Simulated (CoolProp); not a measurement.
Propyne along the isobar 6.16 MPa: density (kg/m³) from the reference equation and from simpler models built on Tc = 129.6 °C, pc = 5.658 MPa, ω = 0.204; each cubic takes its own stable root.

The numbers come from the reference Helmholtz-energy equation of state, Polt 1992 in CoolProp. This equation is an older, rougher fit; its heat capacities, sound speeds and derivatives of the liquid may be far off and weren't checked against measurements.

```tsv
T (°C)	phase	reference	van der Waals	Soave-Redlich-Kwong	Peng-Robinson
23.45	liquid	622.3	388.9	568.2	642.3
38.15	liquid	599.6	377.1	546.6	618.1
52.95	liquid	575.9	364.1	522.5	590.9
67.75	liquid	550.5	349.8	495.5	560.1
82.55	liquid	522.2	333.5	464.4	524.4
97.35	liquid	489.4	314.5	427.6	481.7
112.15	liquid	447.8	290.6	381.0	427.1
126.95	liquid	380.3	255.4	309.5	342.7
141.75	supercritical	148.3	151.8	142.6	151.2
156.45	supercritical	114.0	116.3	111.8	117.5
171.25	supercritical	99.14	101.7	97.39	101.8
186.05	supercritical	89.71	92.15	87.94	91.54
200.85	supercritical	82.85	85.09	80.98	84.04
```
